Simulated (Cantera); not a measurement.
A freely propagating, adiabatic, planar premixed flame of CH4 : CO : O2 : N2 = 1 : 0.15 : 2.59 : 11.4 (molar parts), equivalence ratio 0.80, unburnt at 425 K and 2.37 atm; mixture-averaged transport, grid criteria slope 0.08 and curve 0.16, no radiation.

Computed with Cantera and GRI-Mech 3.0 (53 species, 325 reactions). Burning velocities carry a grid error of a few per cent, more on coarse grids.

### Question
What does this change do: CH4 1 to 1.3 parts?

### Answer
```
quantity                     before      after
------------------------  ---------  ---------
laminar burning velocity  26.0 cm/s  37.2 cm/s
thermal thickness          0.318 mm   0.255 mm
peak x(CH2CO)               7.06e-5   0.000124
peak x(OH)                  0.00389    0.00530
```
